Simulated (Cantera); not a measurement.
## Si + Cl₂ + H₂ (chlorosilane synthesis and conversion)

A closed system holds: 1 mol Si, 2.9 mol Cl₂, a varied amount of H₂, equilibrated at 700 K and 0.133 bar.

These are equilibrium values from Cantera (NASA tables, ideal gas, pure condensed phases), not measurements of a reactor. Candidate condensed phases: Si; 19 gas species. Equilibrium is a limit: real reactors are often held back by kinetics, nucleation or transport.

```json
[
 {"n(H₂) (mol)": "0.98", "log p H₂": "-2.43", "log p HCl": "-1.08", "log p SiCl₄": "-1.33", "log p SiHCl₃": "-6.38", "log p SiCl₃": "-9.32", "log p SiH₂Cl₂": "-12.60"},
 {"n(H₂) (mol)": "3", "log p H₂": "-1.24", "log p HCl": "-1.31", "log p SiCl₄": "-1.57", "log p SiHCl₃": "-5.19", "log p SiCl₃": "-8.73", "log p SiH₂Cl₂": "-9.99"},
 {"n(H₂) (mol)": "5.1", "log p H₂": "-1.10", "log p HCl": "-1.46", "log p SiCl₄": "-1.72", "log p SiHCl₃": "-5.04", "log p SiCl₃": "-8.66", "log p SiH₂Cl₂": "-9.55"},
 {"n(H₂) (mol)": "7.2", "log p H₂": "-1.03", "log p HCl": "-1.58", "log p SiCl₄": "-1.83", "log p SiHCl₃": "-4.98", "log p SiCl₃": "-8.62", "log p SiH₂Cl₂": "-9.31"},
 {"n(H₂) (mol)": "9.2", "log p H₂": "-1.00", "log p HCl": "-1.66", "log p SiCl₄": "-1.92", "log p SiHCl₃": "-4.95", "log p SiCl₃": "-8.61", "log p SiH₂Cl₂": "-9.15"},
 {"n(H₂) (mol)": "11", "log p H₂": "-0.98", "log p HCl": "-1.73", "log p SiCl₄": "-1.99", "log p SiHCl₃": "-4.93", "log p SiCl₃": "-8.60", "log p SiH₂Cl₂": "-9.05"},
 {"n(H₂) (mol)": "13", "log p H₂": "-0.97", "log p HCl": "-1.79", "log p SiCl₄": "-2.05", "log p SiHCl₃": "-4.91", "log p SiCl₃": "-8.59", "log p SiH₂Cl₂": "-8.96"}
]
```
log p: log10 of the partial pressure in bar; nothing condenses.

From 0.98 mol H₂ to 13 mol H₂ nothing is condensed. The main Si-bearing gas is SiCl₄ throughout.
